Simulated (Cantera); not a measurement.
A closed system holds: 1 mol C₂F₆, held at 2600 °C and 4.00e-5 bar.

Method: chemical equilibrium by Gibbs-energy minimisation in Cantera with the NASA 1993 tables (ideal gas, pure condensed phases). Candidate condensed phases: C; 13 gas species. The feed counts by its element totals alone. The numbers say what is thermodynamically allowed, not how fast it happens.

**Question.** What is the equilibrium state?

**Answer.** 
* **x(F)**: 0.820
* **x(C)**: 0.101
* **x(C₃)**: 0.0427
* **x(CF)**: 0.0204
* **x(C₂)**: 0.0150
* **x(CF₂)**: 8.83e-5
* **x(C₅)**: 4.18e-5
* **x(C₄)**: 2.80e-5
* **gas amount**: 7.135 mol
* **log10 activity of C(graphite) (absent)**: -0.55
